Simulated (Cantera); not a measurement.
Input: 1 mol CuO, 1.6 mol C, 2.2 mol CO, 3.7 mol CH4, at 1352 °C and 9.00 Torr.

Cantera equilibrium calculation (NASA polynomials, part measured and part estimated; ideal gas, pure solids and liquids). Candidate condensed phases: C, C6H6, C7H8, C8H18, Cu, CuO, Cu(OH)2, Cu2O, H2O; 113 gas species. Kinetics and transport are ignored.

Base state: H2 0.694, CO 0.300, Cu 0.00476, H 0.000537, C2H2 (acetylene) 2.47e-5 (mole fractions); condensed: C(graphite) + Cu(l).

Q: What changes in the equilibrium state with this change: temperature from 1352 °C to 977 °C?

A: 
| species | before | after |
|---|---|---|
| H2 | 0.694 | 0.698 |
| CO | 0.300 | 0.302 |
| CH4 | 8.51e-6 | 6.43e-5 |
| Cu | 0.00476 | 3.86e-6 |
| H | 0.000537 | 3.69e-6 |
| C2H2 (acetylene) | 2.47e-5 | 1.76e-7 |
| CO2 | 2.61e-7 | 1.05e-5 |
| H2O | 1.87e-6 | 3.81e-5 |
| C(graphite), mol | 4.30 | 4.30 |
| Cu(l), mol | 0.949 | 0 |
| Cu(s), mol | 0 | 1.000 |
